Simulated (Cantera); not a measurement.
A Cantera script and its output.

```python
import numpy as np
import cantera as ct

gas = ct.Solution("gri30.yaml")
gas.TPX = 1800, 1900, {'CH4': 1, 'H2': 16}
inlet = ct.Reservoir(gas, clone=True)

reactor = ct.IdealGasConstPressureReactor(gas, energy="off", clone=False)
exhaust = ct.Reservoir(gas, clone=True)
tau = [0.33, 0.13, 0.051, 0.02, 0.0078, 0.003, 0.0012, 0.00046, 0.00018][0]
for a, b in ((inlet, reactor), (reactor, exhaust)):
    ct.MassFlowController(a, b, mdot=lambda t: reactor.mass / tau)
net = ct.ReactorNet([reactor])
show = ['CH4', 'H2', 'CH3', 'H', 'CH2', 'C2H', 'C2H2']

rows = []
print(f"{'tau/s':>10s}{'T/K':>9s}" + "".join(f"{s:>11s}" for s in show))
for tau in [0.33, 0.13, 0.051, 0.02, 0.0078, 0.003, 0.0012, 0.00046, 0.00018]:
    net.initial_time = 0.0
    net.advance(30 * tau)
    before = gas.X
    net.advance(40 * tau)
    drift = np.max(np.abs(gas.X - before) / (gas.X + 1e-9))
    rows.append([gas.T, *gas[show].X, drift])
    print(f"{tau:10.3e}{gas.T:9.1f}" + "".join(f"{x:11.3e}" for x in gas[show].X))
```

It prints:

```
     tau/s      T/K        CH4         H2        CH3          H        CH2        C2H       C2H2
 3.300e-01   1800.0  2.203e-02  9.583e-01  8.514e-04  1.844e-03  1.542e-06  2.838e-07  1.686e-02
 1.300e-01   1800.0  3.246e-02  9.529e-01  1.134e-03  1.659e-03  1.774e-06  1.788e-07  1.174e-02
 5.100e-02   1800.0  4.368e-02  9.471e-01  1.330e-03  1.438e-03  1.768e-06  8.344e-08  6.281e-03
 2.000e-02   1800.0  5.268e-02  9.427e-01  1.244e-03  1.111e-03  1.309e-06  2.136e-08  2.072e-03
 7.800e-03   1800.0  5.727e-02  9.410e-01  7.686e-04  6.292e-04  4.984e-07  1.466e-09  2.507e-04
 3.000e-03   1800.0  5.843e-02  9.410e-01  3.226e-04  2.585e-04  9.296e-08  2.031e-11  8.455e-06
 1.200e-03   1800.0  5.868e-02  9.411e-01  1.301e-04  1.039e-04  1.548e-08  1.923e-13  1.992e-07
 4.600e-04   1800.0  5.877e-02  9.411e-01  4.991e-05  3.993e-05  2.259e-09  1.388e-15  3.742e-09
 1.800e-04   1800.0  5.880e-02  9.412e-01  1.947e-05  1.571e-05  3.282e-10  1.146e-17  7.853e-11
```

Cantera simulation using GRI-Mech 3.0 (53 species, 325 reactions); the numbers are that mechanism's predictions, not measurements. GRI-Mech 3.0 stops at C3 and has no aromatics, soot or wall deposition, so with more carbon than oxygen in the feed, carbon stays in small species such as C2H2 where larger ones or solid carbon would form. Radical loss at walls, strong at low pressure, is not modelled.
